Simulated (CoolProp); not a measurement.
Saturation properties of CH3F (R41).

Model: reference Helmholtz-energy equation of state, Lemmon 2006, in CoolProp. It is a short technical equation, of lower accuracy than the large ones.

```csv
T (K),p (MPa),vapour density (kg/m³),enthalpy of vaporisation (kJ/kg),liquid cp (kJ/(kg K)),surface tension (mN/m)
197.4,0.1167,2.539,484.0,2.076,15.1
203.9,0.1632,3.476,474.7,2.088,14.1
210.5,0.2241,4.685,464.7,2.104,13.1
217,0.3001,6.175,454.5,2.124,12.1
223.5,0.3944,8.015,443.7,2.149,11.1
230.1,0.5119,10.30,432.1,2.179,10.1
236.6,0.6518,13.04,420.0,2.215,9.22
243.2,0.8216,16.39,406.8,2.260,8.29
```

It boils at 194.8 K under 1 atm.

Surface tension comes from a separate correlation (Mulero 2012).
